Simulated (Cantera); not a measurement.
**Low-pressure radical oxidation in H2/O2**

An isothermal, constant-pressure homogeneous reactor starts with H₂ : O₂ = 0.046 : 1 (molar parts), at 1473 K and 0.0355 atm.

Cantera simulation using the H2/O2 subset of GRI-Mech 3.0, which has no nitrogen chemistry; the numbers are that mechanism's predictions, not measurements. Radical loss at walls, strong at low pressure, is not modelled. The temperature is held fixed by assumption; the heat of reaction is taken as removed at once.

| t (s) | x H₂ | x O₂ | x H | x HO₂ | x H₂O | x O | x OH |
|---|---|---|---|---|---|---|---|
| 1.00e-5 | 0.0440 | 0.956 | 4.03e-8 | 6.93e-8 | 6.77e-9 | 3.58e-8 | 3.46e-8 |
| 5.16e-5 | 0.0440 | 0.956 | 2.52e-7 | 3.57e-7 | 5.42e-7 | 6.47e-7 | 5.82e-7 |
| 0.000266 | 0.0415 | 0.954 | 0.000424 | 2.63e-6 | 0.00170 | 0.00127 | 0.00109 |
| 0.00137 | 0.000632 | 0.919 | 0.00376 | 3.57e-6 | 0.0385 | 0.0318 | 0.00603 |
| 0.00707 | 0.000469 | 0.929 | 0.00232 | 3.17e-6 | 0.0401 | 0.0229 | 0.00522 |
| 0.0365 | 0.000145 | 0.947 | 0.000375 | 1.75e-6 | 0.0430 | 0.00674 | 0.00293 |
| 0.188 | 1.29e-5 | 0.954 | 9.67e-6 | 3.40e-7 | 0.0445 | 0.000584 | 0.000877 |
| 0.970 | 9.90e-7 | 0.955 | 2.06e-7 | 1.13e-7 | 0.0448 | 4.48e-5 | 0.000244 |
| 5.00 | 3.22e-7 | 0.955 | 3.84e-8 | 1.45e-7 | 0.0449 | 1.46e-5 | 0.000139 |
x: mole fraction; the columns are a selection and need not sum to one.

Equilibrium at this temperature and pressure: H₂ 3.19e-7, O₂ 0.955, H 3.79e-8, HO₂ 1.45e-7, H₂O 0.0449, O 1.45e-5, OH 0.000139 (gas phase only).
